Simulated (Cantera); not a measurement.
## Equilibrium for silicon nitride deposition: Si₂Cl₆ + NH₃ + H₂

Input: 1 mol Si₂Cl₆, 0.45 mol NH₃, a varied amount of H₂, held at 0.770 bar.

Method: chemical equilibrium by Gibbs-energy minimisation in Cantera with the NASA 1993 tables (ideal gas, pure condensed phases). Candidate condensed phases: NH₄Cl, Si, Si₃N₄; 28 gas species. The feed counts by its element totals alone. Mutual solubility and eutectic melting of coexisting phases are not modelled. The tables' values for SiCl₃ are old estimates. The numbers say what is thermodynamically allowed, not how fast it happens.

Stable condensed phases:

```
T in K \ n(H₂) in mol
         0.94  4.2  7.6   11   14   17   21
   1525     A    A    A    B    B    B    B
   1500     A    A    A    B    B    B    B
   1475     A    A    A    B    B    B    B
   1450     A    A    B    B    B    B    B
   1425     A    A    B    B    B    B    B
   1400     A    B    B    B    B    B    B
   1375     A    B    B    B    B    B    B
   1350     B    B    B    B    B    B    B
   1325     B    B    B    B    B    B    B
   1300     B    B    B    B    B    B    B
   1275     B    B    B    B    B    B    B
   1250     B    B    B    B    B    B    B
```

A: Si₃N₄; B: Si + Si₃N₄.
